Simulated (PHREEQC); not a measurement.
# Single salt, acid or base with polishing slurry liquid

Solution A (0.00098 mol CdBr2 per kg of water) is mixed with solution B (0.01 mol/kgw TMAH) at 25 °C; shares are by mass of water, 1 kg in all. O2 is buffered at 0.21 atm. The system is closed to CO2. The run lets Cd(OH)2 precipitate or redissolve, and no other solid.

The series has 11 steps of share of solution B, from 0 to 1.

Model: ion-association model, wateq4f.dat, run in PHREEQC.

Which solids form, in which order, and at which step of the series does each first stand?

Cd(OH)2 from share of solution B = 0.1 (pH 8.62), last present at share of solution B = 0.9.

(CH3)4N+ isn't in the database: it is added as a free cation with an ion size of 4 Å.
